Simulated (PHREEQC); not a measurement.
PHREEQC input (Pitzer model, pitzer.dat):

```
SOLUTION 1
  temp 25
  units mol/kgw
  pH 7 charge
  C(4) 0.033
  K 0.59
  S(6) 0.018
  Cl 0.5
END
USE solution 1
INCREMENTAL_REACTIONS false
REACTION 1
  H2O -1
  0 9.886 18.011 24.689 30.178 34.689 38.397 41.444
  43.949 46.007 47.699 49.089 50.232 51.172 51.944 52.578
  53.1 53.528 53.88 54.17 54.408 54.603 54.764 54.896
  55.005 55.094 55.168 55.228 moles
EQUILIBRIUM_PHASES 1
  Arcanite 0 0
  Kalicinite 0 0
  Misenite 0 0
  Sylvite 0 0
SELECTED_OUTPUT 1
  -reset false
  -pH true
  -pe true
  -ionic_strength true
  -water true
  -activities H2O
  -totals C Cl K S
  -molalities H+ K+ Cl- CO3-2 SO4-2 OH- HCO3- CO2 HSO4-
  -equilibrium_phases Arcanite Kalicinite Misenite Sylvite
PRINT
  -reset false
END
```

Selected output (columns that matter, 24 of 28 rows; water left (kg) added in front):

```
water left (kg)	pH	mu	C	Cl	K	S	m_H+	m_K+	m_Cl-	m_CO3-2	la_H2O	Arcanite	Kalicinite	Sylvite
1	9.9738	0.62887	0.033	0.5	0.59	0.018	1.5e-10	0.59	0.5	0.020867	-0.0078874	0	0	0
0.821894	9.9446	0.76518	0.040151	0.60835	0.71785	0.021901	1.5973e-10	0.71785	0.60835	0.025427	-0.009577	0	0	0
0.675515	9.9144	0.93103	0.048852	0.74018	0.87341	0.026646	1.6943e-10	0.87341	0.74018	0.030973	-0.011639	0	0	0
0.456315	9.8518	1.3783	0.072319	1.0957	1.293	0.039446	1.8666e-10	1.293	1.0957	0.045926	-0.017254	0	0	0
0.375045	9.8204	1.677	0.087989	1.3332	1.5731	0.047994	1.9257e-10	1.5731	1.3332	0.055909	-0.021064	0	0	0
0.308242	9.79	2.0405	0.10706	1.6221	1.9141	0.058396	1.9511e-10	1.9141	1.6221	0.068054	-0.025781	0	0	0
0.253347	9.7621	2.4827	0.13026	1.9736	2.3288	0.071049	1.9278e-10	2.3288	1.9736	0.082826	-0.031653	0	0	0
0.208217	9.7388	3.0208	0.15849	2.4013	2.8336	0.086448	1.8403e-10	2.8336	2.4013	0.1008	-0.03902	0	0	0
0.17114	9.723	3.6753	0.19282	2.9216	3.4475	0.10518	1.6767e-10	3.4475	2.9216	0.12266	-0.048329	0	0	0
0.115615	9.7147	5.2095	0.28543	4.3247	4.9492	0.078695	1.2529e-10	4.9492	4.3247	0.18161	-0.073823	0.0089017	0	0
0.0950226	9.7243	5.4728	0.34729	4.4657	5.1792	0.072615	1.2205e-10	5.1792	4.4657	0.22098	-0.07765	0.0111	0	0.075661
0.0780876	9.735	5.5818	0.4226	4.4084	5.2419	0.070975	1.2469e-10	5.2419	4.4084	0.26891	-0.078307	0.012458	0	0.15576
0.0641793	9.7481	5.715	0.51418	4.3393	5.3187	0.069034	1.2786e-10	5.3187	4.3393	0.32719	-0.079124	0.013569	0	0.22151
0.0527571	9.764	5.8777	0.62551	4.2559	5.4129	0.066749	1.3163e-10	5.4129	4.2559	0.39804	-0.080145	0.014479	0	0.27547
0.0433528	9.7835	6.0774	0.7612	4.1552	5.529	0.064069	1.3611e-10	5.529	4.1552	0.48439	-0.081431	0.015222	0	0.31986
0.0293003	9.8363	6.6221	1.1263	3.8902	5.848	0.05738	1.4733e-10	5.848	3.8902	0.71672	-0.085122	0.016319	0	0.38602
0.0240757	9.8721	6.9928	1.3707	3.7178	6.0673	0.053287	1.5409e-10	6.0673	3.7178	0.87226	-0.087788	0.016717	0	0.41049
0.0197879	9.9159	7.4501	1.6677	3.5138	6.3401	0.048685	1.6135e-10	6.3401	3.5138	1.0613	-0.091247	0.017037	0	0.43047
0.0162747	9.9696	8.0146	2.0277	3.2754	6.6806	0.043603	1.6862e-10	6.6806	3.2754	1.2904	-0.09577	0.01729	0	0.44669
0.0133742	10.036	8.7197	2.4674	2.9977	7.1115	0.038058	1.7502e-10	7.1115	2.9977	1.5702	-0.10181	0.017491	0	0.45991
0.0109961	10.119	9.5992	3.0011	2.6819	7.6572	0.032195	1.7891e-10	7.6572	2.6819	1.9098	-0.10992	0.017646	0	0.47051
0.00742888	10.412	11.897	4.1858	1.9977	9.0502	0.019937	1.4458e-10	9.0502	1.9977	2.8268	-0.13403	0.017852	0.0019041	0.48516
0.0060957	10.662	13.293	4.7026	1.658	9.8338	0.014051	1.0259e-10	9.8338	1.658	3.445	-0.15127	0.017914	0.0043346	0.48989
0.00501474	10.945	15.031	5.3236	1.3045	10.834	0.0091166	6.7453e-11	10.834	1.3045	4.1876	-0.1757	0.017954	0.0063035	0.49346
```
